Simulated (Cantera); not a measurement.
Input (Python, Cantera):

```python
import numpy as np
import cantera as ct

gas = ct.Solution("gri30.yaml")
gas.TPX = 450, 120000, {'CH4': 1, 'CO': 0.044, 'O2': 1.44, 'N2': 5.43, 'H2O': 0.75}
flame = ct.FreeFlame(gas, width=0.035)
flame.set_refine_criteria(ratio=3, slope=0.08, curve=0.16)
flame.transport_model = "mixture-averaged"
flame.solve(loglevel=0, auto=True)
z, T = flame.grid, flame.T
thick = (T[-1] - T[0]) / np.gradient(T, z).max()
show = ['CH4', 'CO', 'O2', 'H2O2', 'NO2', 'H2']
print(f"laminar burning velocity  {flame.velocity[0] * 100:.3f} cm/s")
print(f"burnt temperature         {T[-1]:.1f} K")
print(f"thermal thickness         {thick * 1e3:.4f} mm")
print(f"grid points               {len(z)}")
z0 = z[flame.heat_release_rate.argmax()]
print(f"{'z/mm':>9s}{'T/K':>9s}{'u/(m/s)':>9s}" + "".join(f"{s:>11s}" for s in show))
rows = []
for k in (-3, -2, -1.5, -1, -0.5, -0.25, 0, 0.25, 0.5, 1, 2, 4, 8):
    zz = z0 + k * thick
    rows.append([k * thick, np.interp(zz, z, T), np.interp(zz, z, flame.velocity),
                 *(np.interp(zz, z, flame.X[gas.species_index(s)]) for s in show)])
    print(f"{rows[-1][0] * 1e3:9.3f}{rows[-1][1]:9.1f}{rows[-1][2]:9.3f}" + "".join(f"{x:11.3e}" for x in rows[-1][3:]))
```

It prints:

```
laminar burning velocity  18.650 cm/s
burnt temperature         1947.8 K
thermal thickness         1.0095 mm
grid points               122
     z/mm      T/K  u/(m/s)        CH4         CO         O2       H2O2        NO2         H2
   -3.028    451.5    0.188  1.148e-01  5.084e-03  1.654e-01  7.451e-08  1.134e-09  4.233e-03
   -2.019    458.3    0.192  1.136e-01  5.189e-03  1.642e-01  4.354e-07  7.535e-09  9.586e-03
   -1.514    483.9    0.204  1.111e-01  5.726e-03  1.616e-01  1.905e-06  3.935e-08  1.590e-02
   -1.009    612.5    0.261  1.013e-01  9.212e-03  1.510e-01  9.409e-06  2.373e-07  2.657e-02
   -0.505   1055.0    0.459  6.771e-02  2.598e-02  1.083e-01  2.041e-05  3.088e-07  4.072e-02
   -0.252   1411.9    0.621  3.826e-02  4.338e-02  6.721e-02  4.320e-06  5.673e-08  4.793e-02
    0.000   1733.2    0.769  1.192e-02  6.045e-02  2.524e-02  7.988e-07  3.674e-09  5.349e-02
    0.252   1876.6    0.833  3.006e-03  6.505e-02  6.258e-03  1.857e-07  5.909e-10  5.637e-02
    0.505   1919.4    0.851  1.261e-03  6.411e-02  1.613e-03  4.497e-08  2.073e-10  5.862e-02
    1.009   1940.7    0.859  6.140e-04  6.224e-02  1.913e-04  5.681e-09  8.126e-11  6.138e-02
    2.019   1947.9    0.861  4.038e-04  6.123e-02  1.189e-05  7.383e-10  5.791e-11  6.341e-02
    4.038   1949.3    0.862  2.866e-04  6.115e-02  8.024e-07  2.825e-10  5.792e-11  6.464e-02
    8.076   1948.8    0.862  1.581e-04  6.154e-02  3.554e-07  2.251e-10  6.672e-11  6.548e-02
```

Detailed kinetics in Cantera: GRI-Mech 3.0 (53 species, 325 reactions). Burning velocities carry a grid error of a few per cent, more on coarse grids.
